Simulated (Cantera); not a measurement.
A Cantera script and what it prints.

```python
import numpy as np
import cantera as ct

gas_names = [...]  # 47 gases of nasa_gas.yaml made of H, N, O
cond_names = """
    H2O(s) H2O(L)
""".split()


# ... load() reads the species with a 1 bar reference pressure and builds the phases ...
atoms = {
    'H2O': {'H': 2, 'O': 1},
    'O2': {'O': 2},
    'N2': {'N': 2},
}
top_T = {}  # K; cautious upper limits of use, not melting points


# ... equilibrate(T, P, feed) seeds the gas with the atoms and calls Mixture.equilibrate('TP', solver="vcs", rtol=1e-11, max_steps=5000) ...
results = []
feed = {'H2O': 1, 'O2': 0.02, 'N2': 0.76}  # mol
P = 700  # Pa
for T in [3000, 3500, 4000, 4500, 5000]:
    mix = equilibrate(T, P, feed)
    results.append((T, P, feed, dict(zip(mix.species_names, mix.species_moles))))
    x = sorted(zip(gas.X, gas.species_names), reverse=True)
    print(f"T = {T:g} K  P = {P:g} Pa  gas = {mix.phase_moles(0):.4g} mol")
    print("   x: " + "  ".join(f"{s} {v:.3e}" for v, s in x if v > 0.0001))
    print("   condensed (mol): " + ("  ".join(f"{mix.phase(i).name} {mix.phase_moles(i):.4g}"
          for i in range(1, mix.n_phases) if mix.phase_moles(i) > 1e-12) or "none"))
```

Output:

```
T = 3000 K  P = 700 Pa  gas = 3.307 mol
   x: H 4.307e-01  N2 2.256e-01  O 2.050e-01  H2 5.209e-02  OH 4.045e-02  O2 2.294e-02  H2O 1.473e-02  NO 8.442e-03
   condensed (mol): none
T = 3500 K  P = 700 Pa  gas = 3.749 mol
   x: H 5.178e-01  O 2.646e-01  N2 2.002e-01  H2 5.383e-03  OH 4.721e-03  NO 3.962e-03  O2 2.016e-03  N 1.185e-03  H2O 1.066e-04
   condensed (mol): none
T = 4000 K  P = 700 Pa  gas = 3.808 mol
   x: H 5.230e-01  O 2.700e-01  N2 1.939e-01  N 9.342e-03  NO 1.941e-03  H2 7.537e-04  OH 6.926e-04  O2 2.304e-04
   condensed (mol): none
T = 4500 K  P = 700 Pa  gas = 3.884 mol
   x: H 5.145e-01  O 2.665e-01  N2 1.728e-01  N 4.472e-02  NO 1.031e-03  H2 1.550e-04  OH 1.467e-04
   condensed (mol): none
T = 5000 K  P = 700 Pa  gas = 4.076 mol
   x: H 4.905e-01  O 2.545e-01  N 1.362e-01  N2 1.181e-01  NO 5.174e-04
   condensed (mol): none
```

Method: chemical equilibrium by Gibbs-energy minimisation in Cantera with the NASA 1993 tables (ideal gas, pure condensed phases).
